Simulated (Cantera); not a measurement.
Feed: 1 mol PbCl2, 3 mol H2, held at 1175 °C and 1.00 Torr.

Cantera equilibrium calculation (NASA polynomials, part measured and part estimated; ideal gas, pure solids and liquids). Candidate condensed phases: Pb, PbCl2; 10 gas species. Equilibrium is a limit: real reactors are often held back by kinetics, nucleation or transport.

Base state: H2 0.441, HCl 0.353, Pb 0.149, PbCl 0.0541, PbCl2 0.00231, H 0.000168, Cl 0.000110 (mole fractions); condensed: gas only.

Problem. What changes in the equilibrium state with this change: H2 from 3 to 1.3 mol?

Solution. 
| species | before | after |
|---|---|---|
| HCl | 0.353 | 0.491 |
| H2 | 0.441 | 0.181 |
| Pb | 0.149 | 0.176 |
| PbCl | 0.0541 | 0.139 |
| PbCl2 | 0.00231 | 0.0129 |
| Cl | 0.000110 | 0.000238 |
| H | 0.000168 | 0.000108 |
